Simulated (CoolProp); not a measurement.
Saturation properties of n-pentane.

Values from CoolProp's reference Helmholtz-energy equation of state, Thol 2019.

| T (K) | p (MPa) | vapour Z | liquid viscosity (µPa s) |
|---|---|---|---|
| 363.4 | 0.4734 | 0.8703 | 93.5 |
| 369.4 | 0.5446 | 0.8570 | 87.9 |
| 375.5 | (withheld) | 0.8426 | (withheld) |
| 381.6 | 0.7138 | 0.8272 | 77.2 |
| 387.6 | 0.8101 | 0.8111 | 72.3 |
| 393.7 | 0.9175 | (withheld) | (withheld) |
| 399.7 | 1.033 | 0.7755 | (withheld) |
| 405.8 | (withheld) | (withheld) | 58.7 |
| 411.8 | 1.299 | 0.7349 | 54.5 |
| 417.9 | 1.451 | 0.7122 | 50.4 |
| 424 | 1.616 | 0.6878 | 46.5 |
| 430 | 1.791 | 0.6618 | 42.7 |

Task: Some entries are withheld; supply them.

Result: 
- 375.5, p (MPa): 0.6250
- 375.5, liquid viscosity (µPa s): 82.4
- 393.7, vapour Z: 0.7937
- 393.7, liquid viscosity (µPa s): 67.6
- 399.7, liquid viscosity (µPa s): 63.1
- 405.8, p (MPa): 1.162
- 405.8, vapour Z: 0.7557

It boils at 309.2 K under 1 atm.

Viscosity comes from a separate model (Quiñones-Cisneros 2006), older than the equation that it now runs on, and unchecked against measurements.
